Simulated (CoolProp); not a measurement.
2000 sccm (0 °C, 1 atm) of nitrogen bubbles through liquid decamethyltetrasiloxane (MD2M) at 335 K and leaves saturated at a total pressure of 0.0105 MPa (ideal gas phase). Each further row changes one setting.

Values from CoolProp's reference Helmholtz-energy equation of state, Thol 2017.

```csv
case,vapour pressure (kPa),mole fraction of vapour,delivery (mg/min),delivery (sccm),change of delivery for a bath 1 K warmer (%)
as stated,0.658,0.0627,1850,[?],[?]
bath temperature 340 K,[?],0.0836,2530,182,[?]
total pressure 0.021 MPa,0.658,[?],897,[?],[?]
```

Q: Fill in the missing entries.

A: 
- as stated, delivery (sccm): 134
- as stated, change of delivery for a bath 1 K warmer (%): 6.5
- bath temperature 340 K, vapour pressure (kPa): 0.878
- bath temperature 340 K, change of delivery for a bath 1 K warmer (%): 6.4
- total pressure 0.021 MPa, mole fraction of vapour: 0.0313
- total pressure 0.021 MPa, delivery (sccm): 64.7
- total pressure 0.021 MPa, change of delivery for a bath 1 K warmer (%): 6.2
